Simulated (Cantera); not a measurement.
# Transport properties of process gases

Gas mixture: N2 : NO = 0.23 : 0.73 (molar parts), at 0.105 Torr, frozen composition.

Cantera's kinetic-theory transport with the Lennard-Jones parameters of GRI-Mech 3.0, ideal gas; thermal conductivity in the mixture-averaged form.

```csv
T (K),ρ (kg/m³),cp (J/kg/K),μ (µPa s),λ (mW/m/K),Pr,D (cm²/s) NH3,D (cm²/s) C2H2,D (cm²/s) CH3
400,0.000124,1009,22.9,32.5,0.712,2740,2010,2690
500,9.94e-5,1026,26.8,38.9,0.708,4140,2970,3960
600,8.29e-5,1048,30.4,45.1,0.706,5750,4080,5410
700,7.10e-5,1074,33.7,51.3,0.706,7570,5310,7030
800,6.22e-5,1099,36.8,57.2,0.707,9570,6670,8810
900,5.52e-5,1121,39.8,63.0,0.708,11700,8140,10700
1000,4.97e-5,1141,42.6,68.6,0.708,14100,9720,12800
```
D: mixture-averaged diffusion coefficient of that species in the mixture.
